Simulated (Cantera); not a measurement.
Input (Python, Cantera) and output of one run.

```python
import numpy as np
import cantera as ct

gas_names = """
    B BH BH2 BH3 BO BO2 B2 B2O B2O2 B2O3 B3O3H3 H HBO HBO2 HO2 H2 H2O H2O2 H3B3O6 O OH O2 O3
""".split()
cond_names = """
    B(b) B(L) B2O3(L) B3O3H3(cr) H2O(s) H2O(L)
""".split()


def load(file, names, dense=False):
    # The tables refer to 1 bar. Condensed volumes are neglected.
    table = {s.name: s for s in ct.Species.list_from_file(file)}
    out = []
    for n in names:
        d = dict(table[n].input_data)
        d["thermo"] = dict(d["thermo"], **{"reference-pressure": 1e5})
        if dense:
            d["equation-of-state"] = {"model": "constant-volume", "density": "1e6 g/cm^3"}
        out.append(ct.Species.from_dict(d))
    return out


gas = ct.Solution(thermo="ideal-gas", species=load("nasa_gas.yaml", gas_names))
cond = {s.name: ct.Solution(thermo="fixed-stoichiometry", species=[s], name=s.name)
        for s in load("nasa_condensed.yaml", cond_names, dense=True)}
atoms = {
    'B2H6': {'B': 2, 'H': 6},
    'O2': {'O': 2},
    'H2': {'H': 2},
}
top_T = {}  # K; cautious upper limits of use, not melting points


def equilibrate(T, P, feed):
    n = {}
    for name, mol in feed.items():
        for a, k in atoms[name].items():
            n[a] = n.get(a, 0.0) + k * mol
    gas.TPX = T, P, n
    mass = sum(n.values()) * gas.mean_molecular_weight
    gas.equilibrate("TP")
    valid = [c for c in cond.values() if c.min_temp <= T <= top_T.get(c.name, c.max_temp)]
    mix = ct.Mixture([(gas, mass / gas.mean_molecular_weight)] + [(c, 0.0) for c in valid])
    mix.T, mix.P = T, P
    mix.equilibrate("TP", solver="vcs", rtol=1e-11, max_steps=5000)
    return mix


results = []
T = 2200  # K
P = 10000  # Pa
for m in [4, 6.2, 9.7, 15, 24, 37, 58]:
    feed = {'B2H6': 1, 'O2': 0.48, 'H2': m}  # mol
    mix = equilibrate(T, P, feed)
    results.append((T, P, feed, dict(zip(mix.species_names, mix.species_moles))))

top = {s: max(r[3][s] / sum(r[3][g] for g in gas_names) for r in results) for s in gas_names}
cols = sorted((s for s in top if top[s] > 0.001), key=lambda s: -top[s])[:9]
seen = [c for c in cond_names if any(r[3].get(c, 0) > 1e-12 for r in results)]
print("log10 of partial pressures in bar; condensed amounts in mol")
print(f"{'n(H2)':>10s}" + "".join(f"{s[:9]:>10s}" for s in cols + seen))
for T, P, feed, n in results:
    ng = sum(n[g] for g in gas_names)
    print(f"{feed['H2']:10.4g}" + "".join(f"{np.log10(max(n[s] / ng * P / 1e5, 1e-99)):10.3f}" for s in cols)
          + "".join(f"{n.get(c, 0):10.4g}" for c in seen))
```

Result:

```
log10 of partial pressures in bar; condensed amounts in mol
     n(H2)        H2       HBO        BO         H      B2O2       BH2      B(b)
         4    -1.060    -2.110    -2.745    -2.779    -2.843    -3.937     1.032
       6.2    -1.049    -2.198    -2.839    -2.774    -3.031    -3.926     1.028
       9.7    -1.038    -2.309    -2.955    -2.768    -3.262    -3.916     1.022
        15    -1.030    -2.436    -3.085    -2.764    -3.524    -3.908     1.014
        24    -1.023    -2.590    -3.243    -2.761    -3.840    -3.901     1.001
        37    -1.018    -2.746    -3.401    -2.759    -4.156    -3.896     0.983
        58    -1.015    -2.918    -3.575    -2.757    -4.503    -3.893     0.954
```

These are equilibrium values from Cantera (NASA tables, ideal gas, pure condensed phases), not measurements of a reactor. The feed counts by its element totals alone. The tables' values for BH2 are old estimates; treat these amounts as uncertain. Gases not in the tables: B2H6 and higher boranes.
